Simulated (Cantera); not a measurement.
A closed system holds: 1 mol Cr, 1.5 mol N2O, 190 mol H2, 0.94 mol O2, held at 10.0 mbar.

Cantera equilibrium calculation (NASA polynomials, part measured and part estimated; ideal gas, pure solids and liquids). Candidate condensed phases: Cr, CrN, Cr2N, Cr2O3, H2O; 29 gas species. Equilibrium is a limit: real reactors are often held back by kinetics, nucleation or transport.

x: gas mole fraction; nothing condenses.

```
T (K)   x H2     x H    x H2O     x N2     x Cr      x OH
-----  -----  ------  -------  -------  -------  --------
2100   0.940  0.0302   0.0172  0.00767  0.00505   6.56e-5
2175   0.923     ___   0.0169  0.00761  0.00500       ___
2250   0.900  0.0705   0.0167  0.00752  0.00493  0.000196
2325   0.869   0.103   0.0162  0.00739  0.00484  0.000319
2400   0.827   0.145   0.0156  0.00722  0.00473  0.000502
2475   0.775   0.198   0.0148  0.00701  0.00459  0.000763
2550   0.711   0.263   0.0137  0.00676  0.00441   0.00112
2625     ___     ___      ___  0.00646  0.00422       ___
2700   0.553   0.423   0.0106  0.00612  0.00400   0.00207
2775   0.466   0.511  0.00853  0.00576  0.00377   0.00257
```

Task: Complete the blanks.

Result: 
- 2625, x H2: 0.636
- 2625, x H: 0.339
- 2625, x H2O: 0.0124
- 2625, x OH: 0.00156
- 2175, x H: 0.0469
- 2175, x OH: 0.000116
